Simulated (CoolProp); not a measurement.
Model: reference Helmholtz-energy equation of state, Lemmon 2006, in CoolProp. It is a short technical equation, of lower accuracy than the large ones.

For C2F6 (R116), give the phase and the Z, cp (kJ/(kg K)), isothermal compressibility (1/MPa), expansivity (1/kK) at 178.8 K and 35.2 bar.


- 178.8 K and 35.2 bar: liquid; Z 0.194, cp 0.897, isothermal compressibility 0.00208, expansivity 2.37
